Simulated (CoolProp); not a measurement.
Vapour-liquid equilibrium of cyclohexane (1) + p-xylene (2) at 467.4 K; x and y are mole fractions of (1).

Computed with CoolProp (multi-fluid Helmholtz-energy mixture model, Zhou 2014 and Zhou 2012; pair parameters Bell 2016).

Give the bubble pressure and the first vapour's composition at x = 0.65, 0.8, 0.95. Is there an azeotrope?

x = 0.65: 942.2 kPa, y = 0.821; x = 0.8: 1062 kPa, y = 0.901; x = 0.95: 1185 kPa, y = 0.975. No azeotrope shows between x = 0.05 and 0.95.

Pair parameters are fitted to limited data, so mixtures are less certain than the pure fluids.
